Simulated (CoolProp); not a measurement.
Vapour-liquid equilibrium of R227EA (1) + isobutane (2) at 1.23 bar; x and y are mole fractions of (1).

Model: multi-fluid Helmholtz-energy mixture model, Lemmon 2016 and Bücker 2006; pair parameters Bell 2016, in CoolProp.

```csv
x,bubble temperature (K),y at the bubble point,dew temperature at overall composition x (K),liquid density (mol/L)
0.05,261.2,0.211,265.3,10.11
0.125,257.2,0.364,263.4,10.04
0.2,255.2,0.437,261.5,9.931
0.275,254.3,0.475,259.6,9.818
0.35,253.9,0.499,257.5,9.707
0.425,253.7,0.515,255.5,9.604
0.5,253.6,0.530,253.9,9.511
0.575,253.6,0.546,253.8,9.428
0.65,253.8,0.568,254.9,9.353
0.725,254.1,0.599,256.2,9.284
0.8,254.8,0.648,257.6,9.218
0.875,256.3,0.727,259.1,9.146
0.95,258.8,0.859,260.5,9.061
```

y crosses x between x = 0.5 and 0.575: the model has an azeotrope there.

Pair parameters are fitted to limited data, so mixtures are less certain than the pure fluids.
